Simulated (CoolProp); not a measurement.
100 sccm (0 °C, 1 atm) of nitrogen bubbles through liquid toluene at 328.6 K and leaves saturated at a total pressure of 0.15 MPa (ideal gas phase). Each further row changes one setting.

Computed with CoolProp (reference Helmholtz-energy equation of state, Lemmon 2006). It is a short technical equation, of lower accuracy than the large ones.

```tsv
case	vapour pressure (kPa)	mole fraction of vapour	delivery (mg/min)	delivery (sccm)	change of delivery for a bath 1 K warmer (%)
as stated	15.4	0.103	?	11.5	?
bath temperature 333.6 K	?	?	?	14.4	?
total pressure 0.3 MPa	15.4	0.0514	22.3	?	?
```

Task: Fill in the missing entries.

Result: 
- as stated, delivery (mg/min): 47.1
- as stated, change of delivery for a bath 1 K warmer (%): 4.7
- bath temperature 333.6 K, vapour pressure (kPa): 18.9
- bath temperature 333.6 K, mole fraction of vapour: 0.126
- bath temperature 333.6 K, delivery (mg/min): 59.2
- bath temperature 333.6 K, change of delivery for a bath 1 K warmer (%): 4.6
- total pressure 0.3 MPa, delivery (sccm): 5.42
- total pressure 0.3 MPa, change of delivery for a bath 1 K warmer (%): 4.4
